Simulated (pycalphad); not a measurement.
Effect of Cu content in Si-Cu

Computed with pycalphad from the COST 507 light-alloy database (1999), at 1 atm. The database dates from 1999; later assessments differ in places, in temperatures and in the compounds included. Phase fractions are per mole of atoms. Diffusion is slow at the low end, where real alloys seldom reach equilibrium.

```
alloy             liquidus (K)   first solid  solidus (K)                      phases at 530 K
----------------  ------------  ------------  -----------  -----------------------------------
Si-1.01Cu (at.%)          1682  diamond (Si)         1074  diamond (Si) 0.99, CU19SI6_ETA 0.01
Si-2.03Cu (at.%)    (withheld)  diamond (Si)         1074                           (withheld)
Si-3.04Cu (at.%)          1672  diamond (Si)         1074  diamond (Si) 0.96, CU19SI6_ETA 0.04
Si-8.12Cu (at.%)          1643  diamond (Si)         1074  diamond (Si) 0.89, CU19SI6_ETA 0.11
```

Task: Fill in the missing entries.

Result: 
- Si-2.03Cu (at.%), liquidus (K): 1677
- Si-2.03Cu (at.%), phases at 530 K: diamond (Si) 0.97, CU19SI6_ETA 0.03

Database names, with the compositions (at.%) that they take in these runs: CU19SI6_ETA: Cu 76 Si 24.
